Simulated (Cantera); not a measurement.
A Cantera script and what it prints.

```python
import numpy as np
import cantera as ct

gas_names = """
    CL CL2 H HCL H2 Si SiCL SiCL2 SiCL3 SiCL4 SiH SiHCL3 SiH2 SiH2CL2 SiH3 SiH3CL SiH4 Si2 Si3
""".split()
cond_names = """
    Si(cr) Si(L)
""".split()


# ... load() reads the species with a 1 bar reference pressure and builds the phases ...
atoms = {
    'SiCl4': {'Si': 1, 'CL': 4},
    'H2': {'H': 2},
}
top_T = {}  # K; cautious upper limits of use, not melting points


# ... equilibrate(T, P, feed) seeds the gas with the atoms and calls Mixture.equilibrate('TP', solver="vcs", rtol=1e-11, max_steps=5000) ...
results = []
feed = {'SiCl4': 1, 'H2': 1.5}  # mol
T = 1050  # K
for P in [10000, 31000, 98000, 310000, 960000, 3000000]:
    mix = equilibrate(T, P, feed)
    results.append((T, P, feed, dict(zip(mix.species_names, mix.species_moles))))
    x = sorted(zip(gas.X, gas.species_names), reverse=True)
    print(f"T = {T:g} K  P = {P:g} Pa  gas = {mix.phase_moles(0):.4g} mol")
    print("   x: " + "  ".join(f"{s} {v:.3e}" for v, s in x if v > 0.001))
    print("   condensed (mol): " + ("  ".join(f"{mix.phase(i).name} {mix.phase_moles(i):.4g}"
          for i in range(1, mix.n_phases) if mix.phase_moles(i) > 1e-12) or "none"))
```

Result:

```
T = 1050 K  P = 10000 Pa  gas = 2.511 mol
   x: H2 5.518e-01  SiCL4 3.505e-01  HCL 4.990e-02  SiHCL3 4.023e-02  SiCL3 5.493e-03  SiCL2 1.560e-03
   condensed (mol): none
T = 1050 K  P = 31000 Pa  gas = 2.505 mol
   x: H2 5.530e-01  SiCL4 3.524e-01  HCL 4.784e-02  SiHCL3 4.229e-02  SiCL3 3.277e-03
   condensed (mol): none
T = 1050 K  P = 98000 Pa  gas = 2.503 mol
   x: H2 5.536e-01  SiCL4 3.535e-01  HCL 4.684e-02  SiHCL3 4.337e-02  SiCL3 1.889e-03
   condensed (mol): none
T = 1050 K  P = 310000 Pa  gas = 2.501 mol
   x: H2 5.539e-01  SiCL4 3.541e-01  HCL 4.636e-02  SiHCL3 4.392e-02  SiCL3 1.075e-03
   condensed (mol): none
T = 1050 K  P = 960000 Pa  gas = 2.501 mol
   x: H2 5.540e-01  SiCL4 3.544e-01  HCL 4.612e-02  SiHCL3 4.420e-02
   condensed (mol): none
T = 1050 K  P = 3e+06 Pa  gas = 2.5 mol
   x: H2 5.541e-01  SiCL4 3.546e-01  HCL 4.599e-02  SiHCL3 4.435e-02
   condensed (mol): none
```

Cantera equilibrium calculation (NASA polynomials, part measured and part estimated; ideal gas, pure solids and liquids). The tables' values for SiCl3 are old estimates; treat these amounts as uncertain.
